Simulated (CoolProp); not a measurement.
20 sccm (0 °C, 1 atm) of nitrogen bubbles through liquid ethylbenzene at 324.7 K and leaves saturated at a total pressure of 0.13 MPa (ideal gas phase). Each further row changes one setting.

Computed with CoolProp (reference Helmholtz-energy equation of state, Zhou 2012).

```json
[
 {"case": "as stated", "vapour pressure (kPa)": "5.05", "mole fraction of vapour": "0.0388", "delivery (mg/min)": "3.83", "delivery (sccm)": "___", "change of delivery for a bath 1 K warmer (%)": "5.0"},
 {"case": "bath temperature 329.7 K", "vapour pressure (kPa)": "6.35", "mole fraction of vapour": "0.0488", "delivery (mg/min)": "4.86", "delivery (sccm)": "1.03", "change of delivery for a bath 1 K warmer (%)": "___"},
 {"case": "total pressure 0.26 MPa", "vapour pressure (kPa)": "5.05", "mole fraction of vapour": "0.0194", "delivery (mg/min)": "1.88", "delivery (sccm)": "0.396", "change of delivery for a bath 1 K warmer (%)": "___"}
]
```

Task: Some entries are withheld; supply them.

Result: 
- as stated, delivery (sccm): 0.808
- bath temperature 329.7 K, change of delivery for a bath 1 K warmer (%): 4.8
- total pressure 0.26 MPa, change of delivery for a bath 1 K warmer (%): 4.9
